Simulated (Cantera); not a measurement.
Cantera run:

```python
import numpy as np
import cantera as ct

gas_names = """
    C CO COS CO2 CS CS2 C2 C2O C3 C3O2 C4 C5 Fe FeC5O5 FeO O O2 O3 S SO SO2 SO3 S2 S2O S8
""".split()
cond_names = """
    C(gr) Fe(a) Fe(c) Fe(d) Fe(L) FeC5O5(L) FeO(s) FeO(L) FeS(a) FeS(b) FeS(c) FeS(L) FeSO4(s) FeS2(s)
    Fe2O3(s) Fe2S3O12(s) Fe3O4(s) S(cr1) S(cr2) S(L)
""".split()


def load(file, names, dense=False):
    # The tables refer to 1 bar. Condensed volumes are neglected.
    table = {s.name: s for s in ct.Species.list_from_file(file)}
    out = []
    for n in names:
        d = dict(table[n].input_data)
        d["thermo"] = dict(d["thermo"], **{"reference-pressure": 1e5})
        if dense:
            d["equation-of-state"] = {"model": "constant-volume", "density": "1e6 g/cm^3"}
        out.append(ct.Species.from_dict(d))
    return out


gas = ct.Solution(thermo="ideal-gas", species=load("nasa_gas.yaml", gas_names))
cond = {s.name: ct.Solution(thermo="fixed-stoichiometry", species=[s], name=s.name)
        for s in load("nasa_condensed.yaml", cond_names, dense=True)}
atoms = {
    'Fe2O3': {'Fe': 2, 'O': 3},
    'SO3': {'S': 1, 'O': 3},
    'CO2': {'C': 1, 'O': 2},
}
top_T = {'C(gr)': 4500, 'FeSO4(s)': 950, 'FeS2(s)': 1010, 'Fe2O3(s)': 1830, 'Fe2S3O12(s)': 1100, 'Fe3O4(s)': 1870}  # K; cautious upper limits of use, not melting points


def equilibrate(T, P, feed):
    n = {}
    for name, mol in feed.items():
        for a, k in atoms[name].items():
            n[a] = n.get(a, 0.0) + k * mol
    gas.TPX = T, P, n
    mass = sum(n.values()) * gas.mean_molecular_weight
    gas.equilibrate("TP")
    valid = [c for c in cond.values() if c.min_temp <= T <= top_T.get(c.name, c.max_temp)]
    mix = ct.Mixture([(gas, mass / gas.mean_molecular_weight)] + [(c, 0.0) for c in valid])
    mix.T, mix.P = T, P
    mix.equilibrate("TP", solver="vcs", rtol=1e-11, max_steps=5000)
    return mix


results = []
feed = {'Fe2O3': 1, 'SO3': 3.5, 'CO2': 1.4}  # mol
P = 101325  # Pa
for T in [773, 848, 923, 998, 1073, 1148, 1223, 1298, 1373, 1448, 1523, 1598]:
    mix = equilibrate(T, P, feed)
    results.append((T, P, feed, dict(zip(mix.species_names, mix.species_moles))))

top = {s: max(r[3][s] / sum(r[3][g] for g in gas_names) for r in results) for s in gas_names}
cols = sorted((s for s in top if top[s] > 1e-05), key=lambda s: -top[s])[:8]
seen = [c for c in cond_names if any(r[3].get(c, 0) > 1e-12 for r in results)]
print("log10 of partial pressures in bar; condensed amounts in mol")
print(f"{'T/K':>10s}" + "".join(f"{s[:9]:>10s}" for s in cols + seen))
for T, P, feed, n in results:
    ng = sum(n[g] for g in gas_names)
    print(f"{T:10.4g}" + "".join(f"{np.log10(max(n[s] / ng * P / 1e5, 1e-99)):10.3f}" for s in cols)
          + "".join(f"{n.get(c, 0):10.4g}" for c in seen))
```

Output:

```
log10 of partial pressures in bar; condensed amounts in mol
       T/K       CO2       SO2        O2       SO3  Fe2O3(s) Fe2S3O12(
       773    -0.134    -1.499    -1.800    -0.637         0         1
       848    -0.142    -1.164    -1.465    -0.723         0         1
       923    -0.153    -0.935    -1.236    -0.869         0         1
       998    -0.618    -0.467    -0.768    -0.584         1         0
      1073    -0.639    -0.378    -0.679    -0.808         1         0
      1148    -0.652    -0.331    -0.632    -1.045         1         0
      1223    -0.660    -0.306    -0.607    -1.278         1         0
      1298    -0.664    -0.293    -0.594    -1.497         1         0
      1373    -0.667    -0.285    -0.586    -1.697         1         0
      1448    -0.668    -0.281    -0.582    -1.880         1         0
      1523    -0.669    -0.278    -0.580    -2.046         1         0
      1598    -0.670    -0.277    -0.578    -2.197         1         0
```

Equilibrium computed with Cantera from the NASA thermochemical tables; the gas is ideal and each condensed phase is pure.
